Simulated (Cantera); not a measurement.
An isothermal, constant-pressure homogeneous reactor starts with 18.5 % N₂O, 0.0370 % H₂, 81.5 % N₂, at 1525 K and 101000 Pa.

Computed with Cantera and GRI-Mech 3.0 (53 species, 325 reactions). GRI-Mech 3.0 was tuned for natural gas; its chemistry of N2O as a main component is partial and can be far from experiment. The temperature is held fixed by assumption; the heat of reaction is taken as removed at once.

x: mole fraction; the columns are a selection and need not sum to one.

| t (s) | x N₂O | x H₂ | x O | x H | x H₂O |
|---|---|---|---|---|---|
| 4.00e-5 | 0.185 | 0.000353 | 7.68e-5 | 7.24e-7 | 5.01e-6 |
| 0.000115 | 0.183 | 0.000286 | 7.73e-5 | 1.22e-6 | 4.97e-5 |
| 0.000328 | 0.180 | 0.000127 | 7.86e-5 | 8.52e-7 | 0.000204 |
| 0.000940 | 0.171 | ? | 8.06e-5 | ? | 0.000328 |
| 0.00269 | 0.149 | 3.57e-7 | 7.90e-5 | 1.88e-7 | 0.000349 |
| 0.00771 | 0.102 | 7.44e-8 | 7.09e-5 | 1.87e-7 | 0.000342 |
| 0.0221 | 0.0397 | 6.27e-8 | 4.85e-5 | 1.37e-7 | 0.000334 |
| 0.0632 | 0.00512 | 2.17e-8 | 1.32e-5 | 2.49e-8 | 0.000333 |
| 0.181 | ? | ? | ? | ? | 0.000337 |
| 0.519 | 4.57e-7 | 3.42e-9 | 1.47e-6 | 1.39e-9 | 0.000337 |
| 1.49 | 4.56e-7 | 3.42e-9 | 1.47e-6 | 1.39e-9 | 0.000337 |
| 4.26 | 4.54e-7 | 3.42e-9 | 1.47e-6 | 1.39e-9 | 0.000337 |
| 12.2 | 4.47e-7 | 3.41e-9 | 1.47e-6 | 1.39e-9 | 0.000337 |
| 34.9 | 4.29e-7 | 3.40e-9 | 1.48e-6 | 1.38e-9 | 0.000337 |
| 100 | 3.83e-7 | 3.38e-9 | 1.49e-6 | 1.38e-9 | 0.000337 |

Question: Some entries are withheld; supply them.

Answer: 
- 0.000940, x H₂: 1.85e-5
- 0.000940, x H: 3.03e-7
- 0.181, x N₂O: 5.18e-5
- 0.181, x H₂: 3.83e-9
- 0.181, x O: 1.67e-6
- 0.181, x H: 1.63e-9
